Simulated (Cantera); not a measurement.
# Iron carbonyl, mercury and lead vapours: Hg + O2 + H2

Feed: 1 mol Hg, 0.32 mol O2, 19 mol H2, at 690 Torr.

These are equilibrium values from Cantera (NASA tables, ideal gas, pure condensed phases), not measurements of a reactor. Candidate condensed phases: H2O, Hg, HgO; 10 gas species. The numbers say what is thermodynamically allowed, not how fast it happens.

```csv
T (K),log p H2,log p Hg,log p H2O,log p H,n Hg(l)
450,-0.06,-1.98,-1.51,<-12,0.783
550,-0.07,-1.34,-1.53,<-12,0
650,-0.07,-1.34,-1.53,<-12,0
750,-0.07,-1.34,-1.53,<-12,0
850,-0.07,-1.34,-1.53,-10.73,0
950,-0.07,-1.34,-1.53,-9.29,0
1050,-0.07,-1.34,-1.53,-8.13,0
1150,-0.07,-1.34,-1.53,-7.16,0
1250,-0.07,-1.34,-1.53,-6.35,0
```
log p: log10 of the partial pressure in bar; n: condensed amount in mol.

At 450 K the condensed part is Hg(l). From 550 K to 1250 K nothing is condensed. The main Hg-bearing gas is Hg throughout.
